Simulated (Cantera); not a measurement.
A perfectly stirred reactor is fed with CH4 : C2H6 : C3H8 : O2 : N2 = 1 : 0.14 : 0.35 : 2.65 : 9.96 (molar parts), equivalence ratio 1.6, at 1000000 Pa; it is adiabatic with a 775 K inlet, and is followed from long to short residence time, starting on the burning branch (τ in s: 0.11, 0.05, 0.024, 0.012, 0.0055, 0.0026, 0.0013, 0.0006, 0.00029, 0.00014, 6.6e-05, 3.2e-05).

Cantera simulation using GRI-Mech 3.0 (53 species, 325 reactions); the numbers are that mechanism's predictions, not measurements. GRI-Mech 3.0 was tuned for natural gas; its chemistry of propane as a main component is partial and can be far from experiment.

Problem. What does this change do: O2 2.65 to 1.6 parts?

Solution. 
```
quantity                                                                      before                                after
------------------------------------------------  ----------------------------------  -----------------------------------
blow-out, bracketed by the residence times tried  burning at 66.0 µs, out at 32.0 µs  burning at 1.30 ms, out at 0.600 ms
x(CH4) at τ = 0.110 s                                                        8.81e-5                               0.0293
x(C2H6) at τ = 0.110 s                                                       1.50e-8                              6.99e-5
x(C3H8) at τ = 0.110 s                                                       2.62e-8                              5.49e-6
x(CH2O) at τ = 0.110 s                                                       4.04e-7                              9.51e-6
x(C2H) at τ = 0.110 s                                                        8.49e-9                              5.08e-9
x(CH4) at τ = 1.30 ms                                                        0.00225                               0.0425
x(C2H6) at τ = 1.30 ms                                                       2.72e-6                              0.00152
x(C3H8) at τ = 1.30 ms                                                       1.98e-6                             0.000586
x(CH2O) at τ = 1.30 ms                                                       1.67e-5                             0.000487
x(C2H) at τ = 1.30 ms                                                        8.17e-7                              4.12e-9
```

Problem. What does this change do: inlet temperature 775 to 575 K?

Solution. 
```
quantity                                                                      before                                after
------------------------------------------------  ----------------------------------  -----------------------------------
blow-out, bracketed by the residence times tried  burning at 66.0 µs, out at 32.0 µs  burning at 0.140 ms, out at 66.0 µs
x(CH4) at τ = 0.110 s                                                        8.81e-5                             0.000583
x(C2H6) at τ = 0.110 s                                                       1.50e-8                              9.43e-8
x(C3H8) at τ = 0.110 s                                                       2.62e-8                              6.18e-8
x(CH2O) at τ = 0.110 s                                                       4.04e-7                              9.81e-7
x(C2H) at τ = 0.110 s                                                        8.49e-9                              1.57e-8
x(CH4) at τ = 1.30 ms                                                        0.00225                              0.00531
x(C2H6) at τ = 1.30 ms                                                       2.72e-6                              1.38e-5
x(C3H8) at τ = 1.30 ms                                                       1.98e-6                              4.42e-6
x(CH2O) at τ = 1.30 ms                                                       1.67e-5                              2.81e-5
x(C2H) at τ = 1.30 ms                                                        8.17e-7                              7.31e-7
```
